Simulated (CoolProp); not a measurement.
A Linde-Hampson liquefier for ethane: isothermal reversible compression at 320 K from 1 atm to 40 MPa, throttling to 1 atm, return gas leaving the recuperator 10 K below the feed. Each further row changes one setting.

The numbers come from the reference Helmholtz-energy equation of state, Bücker 2006 in CoolProp.

```tsv
case	liquid yield per pass	compression work (kJ/kg of gas)
as stated	0.446	414
high pressure 80 MPa	0.395	499
warm-end temperature 350 K	0.376	482
warm-end gap 15 K	0.439	414
```
